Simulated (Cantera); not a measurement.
A Cantera script and what it prints.

```python
import numpy as np
import cantera as ct

gas_names = """
    H HO2 H2 H2O H2O2 Li LiH LiO LiOH Li2 Li2O Li2O2 Li2O2H2 O OH O2 O3
""".split()
cond_names = """
    H2O(s) H2O(L) Li(cr) Li(L) LiH(s) LiH(L) LiOH(s) LiOH(L) Li2O(s) Li2O(L)
""".split()


def load(file, names, dense=False):
    # The tables refer to 1 bar. Condensed volumes are neglected.
    table = {s.name: s for s in ct.Species.list_from_file(file)}
    out = []
    for n in names:
        d = dict(table[n].input_data)
        d["thermo"] = dict(d["thermo"], **{"reference-pressure": 1e5})
        if dense:
            d["equation-of-state"] = {"model": "constant-volume", "density": "1e6 g/cm^3"}
        out.append(ct.Species.from_dict(d))
    return out


gas = ct.Solution(thermo="ideal-gas", species=load("nasa_gas.yaml", gas_names))
cond = {s.name: ct.Solution(thermo="fixed-stoichiometry", species=[s], name=s.name)
        for s in load("nasa_condensed.yaml", cond_names, dense=True)}
atoms = {
    'LiOH': {'Li': 1, 'O': 1, 'H': 1},
    'H2': {'H': 2},
}
top_T = {}  # K; cautious upper limits of use, not melting points


def equilibrate(T, P, feed):
    n = {}
    for name, mol in feed.items():
        for a, k in atoms[name].items():
            n[a] = n.get(a, 0.0) + k * mol
    gas.TPX = T, P, n
    mass = sum(n.values()) * gas.mean_molecular_weight
    gas.equilibrate("TP")
    valid = [c for c in cond.values() if c.min_temp <= T <= top_T.get(c.name, c.max_temp)]
    mix = ct.Mixture([(gas, mass / gas.mean_molecular_weight)] + [(c, 0.0) for c in valid])
    mix.T, mix.P = T, P
    mix.equilibrate("TP", solver="vcs", rtol=1e-11, max_steps=5000)
    return mix


results = []
feed = {'LiOH': 1, 'H2': 0.29}  # mol
T = 1825  # K
P = 720000  # Pa
mix = equilibrate(T, P, feed)
results.append((T, P, feed, dict(zip(mix.species_names, mix.species_moles))))
print(gas.report(threshold=1e-05))
for i in range(1, mix.n_phases):
    print(f"{mix.phase(i).name:16s} {mix.phase_moles(i):12.5e} mol")
```

Output:

```
       temperature   1825 K
          pressure   7.2e+05 Pa
           density   0.49383 kg/m^3
  mean mol. weight   10.407 kg/kmol
   phase of matter   gas

                          1 kg             1 kmol
                     ---------------   ---------------
          enthalpy       -5.8633e+06       -6.1022e+07  J
   internal energy       -7.3213e+06       -7.6196e+07  J
           entropy             20919        2.1771e+05  J/K
    Gibbs function        -4.404e+07       -4.5835e+08  J
 heat capacity c_p            4090.5             42572  J/K
 heat capacity c_v            3291.6             34258  J/K

                      mass frac. Y      mole frac. X     chem. pot. / RT
                     ---------------   ---------------   ---------------
                 H        1.1366e-05        0.00011735           -8.9448
                H2          0.099025           0.51121            -17.89
               H2O           0.69037           0.39883           -41.958
                Li        0.00033659        0.00050476           -14.248
               LiH        3.4478e-05        4.5147e-05           -23.193
              LiOH           0.20054          0.087154           -47.262
              Li2O        0.00024127        8.4038e-05           -52.565
           Li2O2H2         0.0094335         0.0020499           -94.523
     [   +9 minor]        1.0732e-05        6.5473e-06

Li(L)             0.00000e+00 mol
LiH(L)            0.00000e+00 mol
LiOH(L)           4.96382e-01 mol
Li2O(s)           2.25740e-01 mol
```

Cantera equilibrium calculation (NASA polynomials, part measured and part estimated; ideal gas, pure solids and liquids). Mutual solubility and eutectic melting of coexisting phases are not modelled.
